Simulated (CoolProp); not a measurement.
A closed Brayton cycle with nitrogen: compressor inlet 323.15 K and 4.3 MPa, high pressure 11.2 MPa, turbine inlet 825 K, compressor efficiency 0.85, turbine efficiency 0.9, recuperator effectiveness 0.95 (on enthalpy, no pinch check). Each further row changes one setting.

Values from CoolProp's reference Helmholtz-energy equation of state, Span 2000.

```json
[
 {"case": "as stated", "thermal efficiency (%)": "31.1", "net work (kJ/kg)": "64.4", "compressor to turbine work": "0.66", "compressor exit (K)": "444.0", "turbine exit (K)": "656.6"},
 {"case": "turbine inlet 775 K", "thermal efficiency (%)": "27.3", "net work (kJ/kg)": "52.6", "compressor to turbine work": "0.71", "compressor exit (K)": "444.0", "turbine exit (K)": "615.2"},
 {"case": "compressor inlet 333.15 K", "thermal efficiency (%)": "29.3", "net work (kJ/kg)": "___", "compressor to turbine work": "___", "compressor exit (K)": "457.6", "turbine exit (K)": "656.6"},
 {"case": "high pressure 9.52 MPa", "thermal efficiency (%)": "33.0", "net work (kJ/kg)": "59.4", "compressor to turbine work": "0.63", "compressor exit (K)": "421.1", "turbine exit (K)": "682.6"},
 {"case": "recuperator effectiveness 0.5", "thermal efficiency (%)": "___", "net work (kJ/kg)": "64.4", "compressor to turbine work": "0.66", "compressor exit (K)": "444.0", "turbine exit (K)": "656.6"}
]
```

Fill in the missing entries.


- compressor inlet 333.15 K, net work (kJ/kg): 60.2
- compressor inlet 333.15 K, compressor to turbine work: 0.69
- recuperator effectiveness 0.5, thermal efficiency (%): 20.7
